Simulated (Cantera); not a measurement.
## Thermal oxidation and active oxidation of silicon: Si + H2O + N2

Charge: 1 mol Si, 0.0033 mol H2O, 97 mol N2, at 20.0 mbar.

Method: chemical equilibrium by Gibbs-energy minimisation in Cantera with the NASA 1993 tables (ideal gas, pure condensed phases). Candidate condensed phases: H2O, Si, SiO2, Si2N2O, Si3N4; 35 gas species. N2 is the only nitrogen source here; it is nearly inert below about 1500 K, so the nitride shown seldom forms there in practice. Mutual solubility and eutectic melting of coexisting phases are not modelled. Rates play no part.

```
T (°C)  log p N2  log p H2  log p SiO  log p Si  log p H  log p SiN  n Si2N2O(s)  n Si3N4(s)
------  --------  --------  ---------  --------  -------  ---------  -----------  ----------
825        -1.70     -6.16       <-13      <-13   -10.69       <-13      0.00330       0.331
875        -1.70     -6.16     -13.14      <-13   -10.23       <-13      0.00330       0.331
925        -1.70     -6.16     -12.03      <-13    -9.80       <-13      0.00330       0.331
975        -1.70     -6.16     -11.02      <-13    -9.41       <-13      0.00330       0.331
1025       -1.70     -6.16     -10.08    -13.48    -9.05       <-13      0.00330       0.331
1075       -1.70     -6.16      -9.21    -12.44    -8.72     -12.87      0.00330       0.331
1125       -1.70     -6.17      -8.41    -11.48    -8.41     -12.02      0.00328       0.331
1175       -1.70     -6.17      -7.66    -10.59    -8.12     -11.23      0.00319       0.331
1225       -1.70     -6.17      -6.96     -9.76    -7.85     -10.50      0.00278       0.331
1275       -1.70     -6.17      -6.31     -8.98    -7.60      -9.81     0.000967       0.332
1325       -1.70     -6.18      -6.16     -8.26    -7.36      -9.17            0       0.332
1375       -1.70     -6.19      -6.16     -7.57    -7.14      -8.56            0       0.332
1425       -1.70     -6.20      -6.16     -6.93    -6.94      -8.00            0       0.332
1475       -1.70     -6.22      -6.16     -6.33    -6.75      -7.46            0       0.331
```
log p: log10 of the partial pressure in bar; n: condensed amount in mol.

From 825 °C to 1275 °C the condensed part is Si2N2O(s) + Si3N4(s). From 1325 °C to 1475 °C the condensed part is Si3N4(s).
